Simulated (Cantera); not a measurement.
Mixture: 5.74 % CH4, 1.09 % C2H6, 19.6 % O2, 73.5 % N2, at 500000 Pa, adiabatic and at constant pressure. Ignition delay is the time to a rise of 400 K.

Computed with Cantera and GRI-Mech 3.0 (53 species, 325 reactions).

### Question
Predict: delay at 1125 K; delay at 1275 K; delay at 1425 K; delay at 1575 K; delay at 1725 K; apparent activation energy between 1650 and 1800 K.

### Answer
- delay at 1125 K: 3.83 ms
- delay at 1275 K: 0.444 ms
- delay at 1425 K: 0.100 ms
- delay at 1575 K: 31.4 µs
- delay at 1725 K: 12.0 µs
- apparent activation energy between 1650 and 1800 K: 140 kJ/mol
